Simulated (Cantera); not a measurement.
Input: 1 mol Fe₂O₃, 0.31 mol O₂, at 975 °C and 1 atm.

Equilibrium computed with Cantera from the NASA thermochemical tables; the gas is ideal and each condensed phase is pure. Candidate condensed phases: Fe, FeO, Fe₂O₃, Fe₃O₄; 5 gas species. Equilibrium is a limit: real reactors are often held back by kinetics, nucleation or transport.

Base state: O₂ 1.00 (mole fractions); condensed: Fe₂O₃(s).

What changes in the equilibrium state with this change: Fe₂O₃ replaced by FeS?


```csv
species,before,after
SO₂,0,0.933
S₂,0,0.0598
S₂O,0,0.00623
O₂,1.00,<1e-9
SO,0,0.000574
"Fe₂O₃(s), mol",1.00,0
"FeS(s), mol",0,0.799
"Fe₃O₄(s), mol",0,0.0669
```
Mutual solubility and eutectic melting of coexisting phases are not modelled. FeS: taken at fixed stoichiometry. Gases not in the tables: S₃ to S₇. Further candidate phases: FeS, FeSO₄, FeS₂, Fe₂(SO₄)₃, S.
